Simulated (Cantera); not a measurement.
Feed: 1 mol C2H6, 0.036 mol CO2, 3 mol N2, 0.38 mol NH3, equilibrated at 2150 K and 1400 Pa.

Method: chemical equilibrium by Gibbs-energy minimisation in Cantera with the NASA 1993 tables (ideal gas, pure condensed phases). Candidate condensed phases: C, C6H6, C7H8, C8H18, H2O; 136 gas species. The numbers say what is thermodynamically allowed, not how fast it happens.

Base state: H2 0.496, N2 0.455, H 0.0251, HCN 0.0121, CO 0.0104, C2H2 (acetylene) 0.000961, HNC 0.000887, CN 1.99e-5 (mole fractions); condensed: C(graphite).

Question: What changes in the equilibrium state with this change: pressure from 1400 Pa to 560 Pa?

Answer: 
```
species             before     after
----------------  --------  --------
H2                   0.496     0.485
N2                   0.455     0.451
H                   0.0251    0.0393
HCN                 0.0121    0.0119
CO                  0.0104    0.0103
CN                 1.99e-5   3.13e-5
C2H2 (acetylene)  0.000961  0.000940
HNC               0.000887  0.000874
C(graphite), mol      1.86      1.86
```

Question: What changes in the equilibrium state with this change: temperature from 2150 K to 2525 K?

Answer: 
```tsv
species	before	after
N2	0.455	0.415
H2	0.496	0.388
H	0.0251	0.148
HCN	0.0121	0.0302
CO	0.0104	0.00976
C3	6.12e-8	5.22e-5
C	4.39e-8	1.67e-5
C(graphite), mol	1.86	1.64
```

Question: What changes in the equilibrium state with this change: temperature from 2150 K to 1098.15 K?

Answer: 
| species | before | after |
|---|---|---|
| H2 | 0.496 | 0.522 |
| N2 | 0.455 | 0.467 |
| CO | 0.0104 | 0.0105 |
| H | 0.0251 | 1.52e-7 |
| HCN | 0.0121 | 1.07e-5 |
| C2H2 (acetylene) | 0.000961 | 6.67e-9 |
| HNC | 0.000887 | 3.04e-8 |
| C(graphite), mol | 1.86 | 1.96 |
